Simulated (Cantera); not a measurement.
Charge: 1 mol SiHCl3, 1.1 mol CH4, 1.2 mol H2, equilibrated at 1723.15 K and 1.33 mbar.

These are equilibrium values from Cantera (NASA tables, ideal gas, pure condensed phases), not measurements of a reactor. Candidate condensed phases: C, C6H6, C7H8, C8H18, Si, SiC; 109 gas species. The tables' values for SiCl3, SiCl are old estimates; treat these amounts as uncertain. The numbers say what is thermodynamically allowed, not how fast it happens.

Base state: HCl 0.491, H2 0.473, SiCl2 0.0294, H 0.00344, Cl 0.00276, SiCl3 0.000550, SiCl 4.48e-5, C2H2 (acetylene) 4.29e-5 (mole fractions); condensed: C(graphite) + SiC(s).

What changes in the equilibrium state with this change: H2 from 1.2 to 740 mol?


```tsv
species	before	after
H2	0.473	0.991
H	0.00344	0.00498
HCl	0.491	0.00400
SiCl2	0.0294	1.03e-6
Si	1.23e-5	1.36e-5
SiCl3	0.000550	<1e-9
SiCl4	1.93e-5	<1e-9
Cl	0.00276	1.56e-5
SiCl	4.48e-5	2.77e-7
C2H2 (acetylene)	4.29e-5	7.43e-5
C(graphite), mol	0.262	0
SiC(s), mol	0.838	0.988
```
